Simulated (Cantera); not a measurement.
**B2H6 + H2 + N2 (boron, boron nitride and boron oxide)**

Charge: 1 mol B2H6, 17 mol H2, 41 mol N2.

Equilibrium computed with Cantera from the NASA thermochemical tables; the gas is ideal and each condensed phase is pure. Candidate condensed phases: B, BN; 15 gas species. The feed counts by its element totals alone. Equilibrium is a limit: real reactors are often held back by kinetics, nucleation or transport.

Stable condensed phases:

```
T in °C \ P in Pa
             10     37    140    520   1900   7200  27000 100000
   2075       A      A      B      B      C      C      C      C
   2025       A      B      B      B      C      C      C      C
   1975       A      B      B      C      C      C      C      C
   1925       B      B      B      C      C      C      C      C
   1875       B      B      B      C      C      C      C      C
   1825       B      B      C      C      C      C      C      C
   1775       B      C      C      C      C      C      C      C
   1725       B      C      C      C      C      C      C      C
   1675       C      C      C      C      C      C      C      C
   1625       C      C      C      C      C      C      C      C
   1575       C      C      C      C      C      C      C      C
   1525       C      C      C      C      C      C      C      C
```

A: gas only; B: B; C: BN.
